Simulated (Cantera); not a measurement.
Input (Python, Cantera):

```python
import numpy as np
import cantera as ct

surf = ct.Interface("diamond.yaml", "diamond_100")
gas, bulk = surf.adjacent["gas"], surf.adjacent["diamond"]
k = surf.kinetics_species_index(bulk.species_names[0])
cover = ["c6HH", "c6H*", "c6*H", "c6**", "c6HM", "c6B"]

rows, drift = [], 0.0
print(f"{'P':>10s}{'um/h':>11s}" + "".join(f"{s:>11s}" for s in cover))
for v in [370, 630, 1100, 1800, 3000, 5100, 8700, 15000]:
    T, P, xH, xCH3 = 1323, v, 0.0013, 0.00073
    gas.TPX = T, P, {"H": xH, "CH3": xCH3, "CH4": 0.01, "H2": 1 - xH - xCH3 - 0.01}
    surf.TP = bulk.TP = T, P
    surf.coverages = "c6H*:0.1, c6HH:0.9"
    surf.advance_coverages(100.0)
    before = surf.coverages
    surf.advance_coverages(100.0)
    drift = max(drift, np.max(np.abs(surf.coverages - before) / (surf.coverages + 1e-9)))
    rate = surf.net_production_rates[k] * bulk.mean_molecular_weight / bulk.density * 3.6e9
    rows.append([rate, *surf[cover].coverages])
    print(f"{v:10.4g}{rate:11.4e}" + "".join(f"{x:11.3e}" for x in rows[-1][1:]))
```

It prints:

```
         P       um/h       c6HH       c6H*       c6*H       c6**       c6HM        c6B
       370 8.4098e-02  4.072e-01  4.943e-02  5.087e-01  3.268e-02  5.633e-05  2.282e-10
       630 2.0282e-01  4.073e-01  4.939e-02  5.082e-01  3.229e-02  1.005e-04  5.504e-10
      1100 4.7628e-01  4.072e-01  4.934e-02  5.077e-01  3.186e-02  1.844e-04  1.292e-09
      1800 9.5688e-01  4.071e-01  4.929e-02  5.073e-01  3.151e-02  3.138e-04  2.597e-09
      3000 1.8852e+00  4.069e-01  4.925e-02  5.068e-01  3.119e-02  5.395e-04  5.116e-09
      5100 3.6971e+00  4.066e-01  4.920e-02  5.061e-01  3.093e-02  9.362e-04  1.003e-08
      8700 7.2158e+00  4.062e-01  4.913e-02  5.053e-01  3.072e-02  1.610e-03  1.958e-08
   1.5e+04 1.4472e+01  4.054e-01  4.902e-02  5.041e-01  3.055e-02  2.760e-03  3.927e-08
```

Computed with Cantera and the Harris–Goodwin 1993 mechanism for the reconstructed diamond (100) surface.
